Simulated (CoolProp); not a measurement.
Vapour-liquid equilibrium of toluene (1) + n-nonane (2) at 529.9 K; x and y are mole fractions of (1).

The numbers come from the multi-fluid Helmholtz-energy mixture model, Lemmon 2006 and Lemmon 2006; pair parameters Bell 2016 in CoolProp.

### Question
Give the bubble pressure and the first vapour's composition at x = 0.425, 0.65, 0.875. Is there an azeotrope?

### Answer
x = 0.425: 1.321 MPa, y = 0.549; x = 0.65: 1.536 MPa, y = 0.742; x = 0.875: 1.737 MPa, y = 0.910. No azeotrope shows between x = 0.05 and 0.95.

Pair parameters are fitted to limited data, so mixtures are less certain than the pure fluids.
